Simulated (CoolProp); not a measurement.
Dimethyl ether along the isobar 178 bar: fugacity coefficient from the reference equation and from simpler models built on Tc = 127.2 °C, pc = 53.37 bar, ω = 0.196; each cubic takes its own stable root.

Values from CoolProp's reference Helmholtz-energy equation of state, Wu 2011.

```json
[
 {"T (°C)": "116.85", "phase": "liquid", "reference": "0.2474", "Soave-Redlich-Kwong": "0.2684", "Peng-Robinson": "0.2486"},
 {"T (°C)": "121.95", "phase": "liquid", "reference": "?", "Soave-Redlich-Kwong": "0.2851", "Peng-Robinson": "0.2640"},
 {"T (°C)": "127.05", "phase": "liquid", "reference": "0.2783", "Soave-Redlich-Kwong": "0.3020", "Peng-Robinson": "0.2797"},
 {"T (°C)": "132.15", "phase": "supercritical", "reference": "?", "Soave-Redlich-Kwong": "0.3191", "Peng-Robinson": "0.2957"},
 {"T (°C)": "137.15", "phase": "supercritical", "reference": "0.3097", "Soave-Redlich-Kwong": "?", "Peng-Robinson": "0.3114"},
 {"T (°C)": "142.25", "phase": "supercritical", "reference": "0.3258", "Soave-Redlich-Kwong": "0.3534", "Peng-Robinson": "0.3276"},
 {"T (°C)": "147.35", "phase": "supercritical", "reference": "?", "Soave-Redlich-Kwong": "?", "Peng-Robinson": "0.3439"},
 {"T (°C)": "152.45", "phase": "supercritical", "reference": "0.3583", "Soave-Redlich-Kwong": "?", "Peng-Robinson": "0.3603"},
 {"T (°C)": "157.55", "phase": "supercritical", "reference": "0.3746", "Soave-Redlich-Kwong": "?", "Peng-Robinson": "0.3766"},
 {"T (°C)": "162.55", "phase": "supercritical", "reference": "0.3906", "Soave-Redlich-Kwong": "0.4230", "Peng-Robinson": "0.3926"},
 {"T (°C)": "167.65", "phase": "supercritical", "reference": "?", "Soave-Redlich-Kwong": "0.4403", "Peng-Robinson": "0.4088"},
 {"T (°C)": "172.75", "phase": "supercritical", "reference": "0.4229", "Soave-Redlich-Kwong": "0.4575", "Peng-Robinson": "0.4249"},
 {"T (°C)": "177.85", "phase": "supercritical", "reference": "0.4389", "Soave-Redlich-Kwong": "0.4745", "Peng-Robinson": "0.4408"},
 {"T (°C)": "182.95", "phase": "supercritical", "reference": "0.4548", "Soave-Redlich-Kwong": "0.4913", "Peng-Robinson": "0.4565"}
]
```

Task: Fill in the missing entries.

Result: 
- 121.95, reference: 0.2627
- 132.15, reference: 0.2941
- 137.15, Soave-Redlich-Kwong: 0.3360
- 147.35, reference: 0.3420
- 147.35, Soave-Redlich-Kwong: 0.3709
- 152.45, Soave-Redlich-Kwong: 0.3884
- 157.55, Soave-Redlich-Kwong: 0.4059
- 167.65, reference: 0.4068
